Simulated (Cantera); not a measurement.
Mixture: 4.33 % CH₄, 2.34 % CO, 19.3 % O₂, 72.4 % N₂, 1.65 % H₂, equivalence ratio 0.55, at 5.00 bar, adiabatic and at constant volume. Ignition delay is the time to a rise of 400 K.

Cantera simulation using GRI-Mech 3.0 (53 species, 325 reactions); the numbers are that mechanism's predictions, not measurements.

Q: Predict: delay at 1223 K; delay at 1373 K; delay at 1523 K; delay at 1673 K; apparent activation energy between 1598 and 1748 K.

A: 
```
Quantity                                                 Value
--------------------------------------------------  ----------
delay at 1223 K                                       0.508 ms
delay at 1373 K                                       0.155 ms
delay at 1523 K                                        56.3 µs
delay at 1673 K                                        23.8 µs
apparent activation energy between 1598 and 1748 K  120 kJ/mol
```
